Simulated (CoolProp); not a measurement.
A single-stage vapour-compression cycle with tetrahydrofuran: evaporating at 306.15 K (dew point), condensing at 338.15 K (bubble point), superheat 10 K, subcooling 8 K, compressor efficiency 0.75, no pressure losses. Each further row changes one setting.

Computed with CoolProp (reference Helmholtz-energy equation of state, Fiedler 2023).

```csv
case,cooling COP,pressure ratio,discharge temperature (K),refrigerating effect (kJ/kg),volumetric capacity (kJ/m³)
as stated,6.86,3.23,365.5,408,344
evaporating temperature 311.15 K,8.36,2.64,362.2,414,421
condensing temperature 333.15 K,8.22,2.74,358.7,417,352
subcooling 13 K,7.01,3.23,365.5,417,352
superheat 20 K,6.84,3.23,375.3,420,342
compressor efficiency 0.65,5.94,3.23,372.2,408,344
```
